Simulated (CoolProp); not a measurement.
CH2F2 (R32) along the isobar 35.1 bar: Z from the reference equation and from simpler models built on Tc = 351.3 K, pc = 57.83 bar, ω = 0.277; each cubic takes its own stable root.

Computed with CoolProp (reference Helmholtz-energy equation of state, Tillner-Roth 1997).

```tsv
T (K)	phase	reference
152.7	liquid	0.1033
171.5	liquid	0.09509
190.3	liquid	0.08877
209.2	liquid	0.08388
228	liquid	0.08019
246.8	liquid	0.07753
265.6	liquid	0.07586
284.4	liquid	0.07528
303.3	liquid	0.07620
322.1	liquid	0.08006
340.9	gas	0.6751
359.7	gas	0.7522
378.5	gas	0.8029
397.4	gas	0.8397
416.2	gas	0.8676
435	gas	0.8895
```

Problem. How far does each simpler model (van der Waals, Redlich-Kwong, Soave-Redlich-Kwong) lie from the reference over these 16 states: mean and median of the absolute difference, and the worst?

Solution. 
- van der Waals: mean 102.5 %, median 92.1 %, worst +772.2 % at 322.1 K and 35.1 bar
- Redlich-Kwong: mean 22.8 %, median 32.7 %, worst +45.4 % at 322.1 K and 35.1 bar
- Soave-Redlich-Kwong: mean 20.0 %, median 28.3 %, worst +36.4 % at 322.1 K and 35.1 bar

At some of these states van der Waals gives the other phase, because its saturation line lies elsewhere.
